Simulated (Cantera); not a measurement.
An isothermal, constant-pressure homogeneous reactor starts with CH4 : H2O : H2 = 1 : 3.6 : 0.59 (molar parts), at 1225 K and 140000 Pa. Integrator tolerance rtol = 1e-08.

Model: GRI-Mech 3.0 (53 species, 325 reactions), integrated in Cantera.

Question: What does this change do: temperature 1225 to 1375 K?

Answer: 
```csv
quantity,before,after
x(CH4) at 1.00 s,0.192 (gas-phase equilibrium 2.38e-5),0.171 (gas-phase equilibrium 2.13e-6)
x(H2O) at 1.00 s,0.694 (gas-phase equilibrium 0.321),0.682 (gas-phase equilibrium 0.330)
x(H2) at 1.00 s,0.114 (gas-phase equilibrium 0.539),0.137 (gas-phase equilibrium 0.531)
x(C2H) at 1.00 s,<1e-12 (gas-phase equilibrium <1e-12),2.71e-11 (gas-phase equilibrium <1e-12)
x(O2) at 1.00 s,<1e-12 (gas-phase equilibrium <1e-12),<1e-12 (gas-phase equilibrium <1e-12)
x(CH2CO) at 1.00 s,1.23e-9 (gas-phase equilibrium 5.55e-12),3.57e-6 (gas-phase equilibrium 2.71e-12)
```

Question: What does this change do: temperature 1225 to 1425 K?

Answer: 
| quantity | before | after |
|---|---|---|
| x(CH4) at 1.00 s | 0.192 (gas-phase equilibrium 2.38e-5) | 0.135 (gas-phase equilibrium 1.07e-6) |
| x(H2O) at 1.00 s | 0.694 (gas-phase equilibrium 0.321) | 0.659 (gas-phase equilibrium 0.332) |
| x(H2) at 1.00 s | 0.114 (gas-phase equilibrium 0.539) | 0.181 (gas-phase equilibrium 0.529) |
| x(C2H) at 1.00 s | <1e-12 (gas-phase equilibrium <1e-12) | 2.28e-10 (gas-phase equilibrium <1e-12) |
| x(O2) at 1.00 s | <1e-12 (gas-phase equilibrium <1e-12) | 1.02e-12 (gas-phase equilibrium <1e-12) |
| x(CH2CO) at 1.00 s | 1.23e-9 (gas-phase equilibrium 5.55e-12) | 1.13e-5 (gas-phase equilibrium 2.20e-12) |
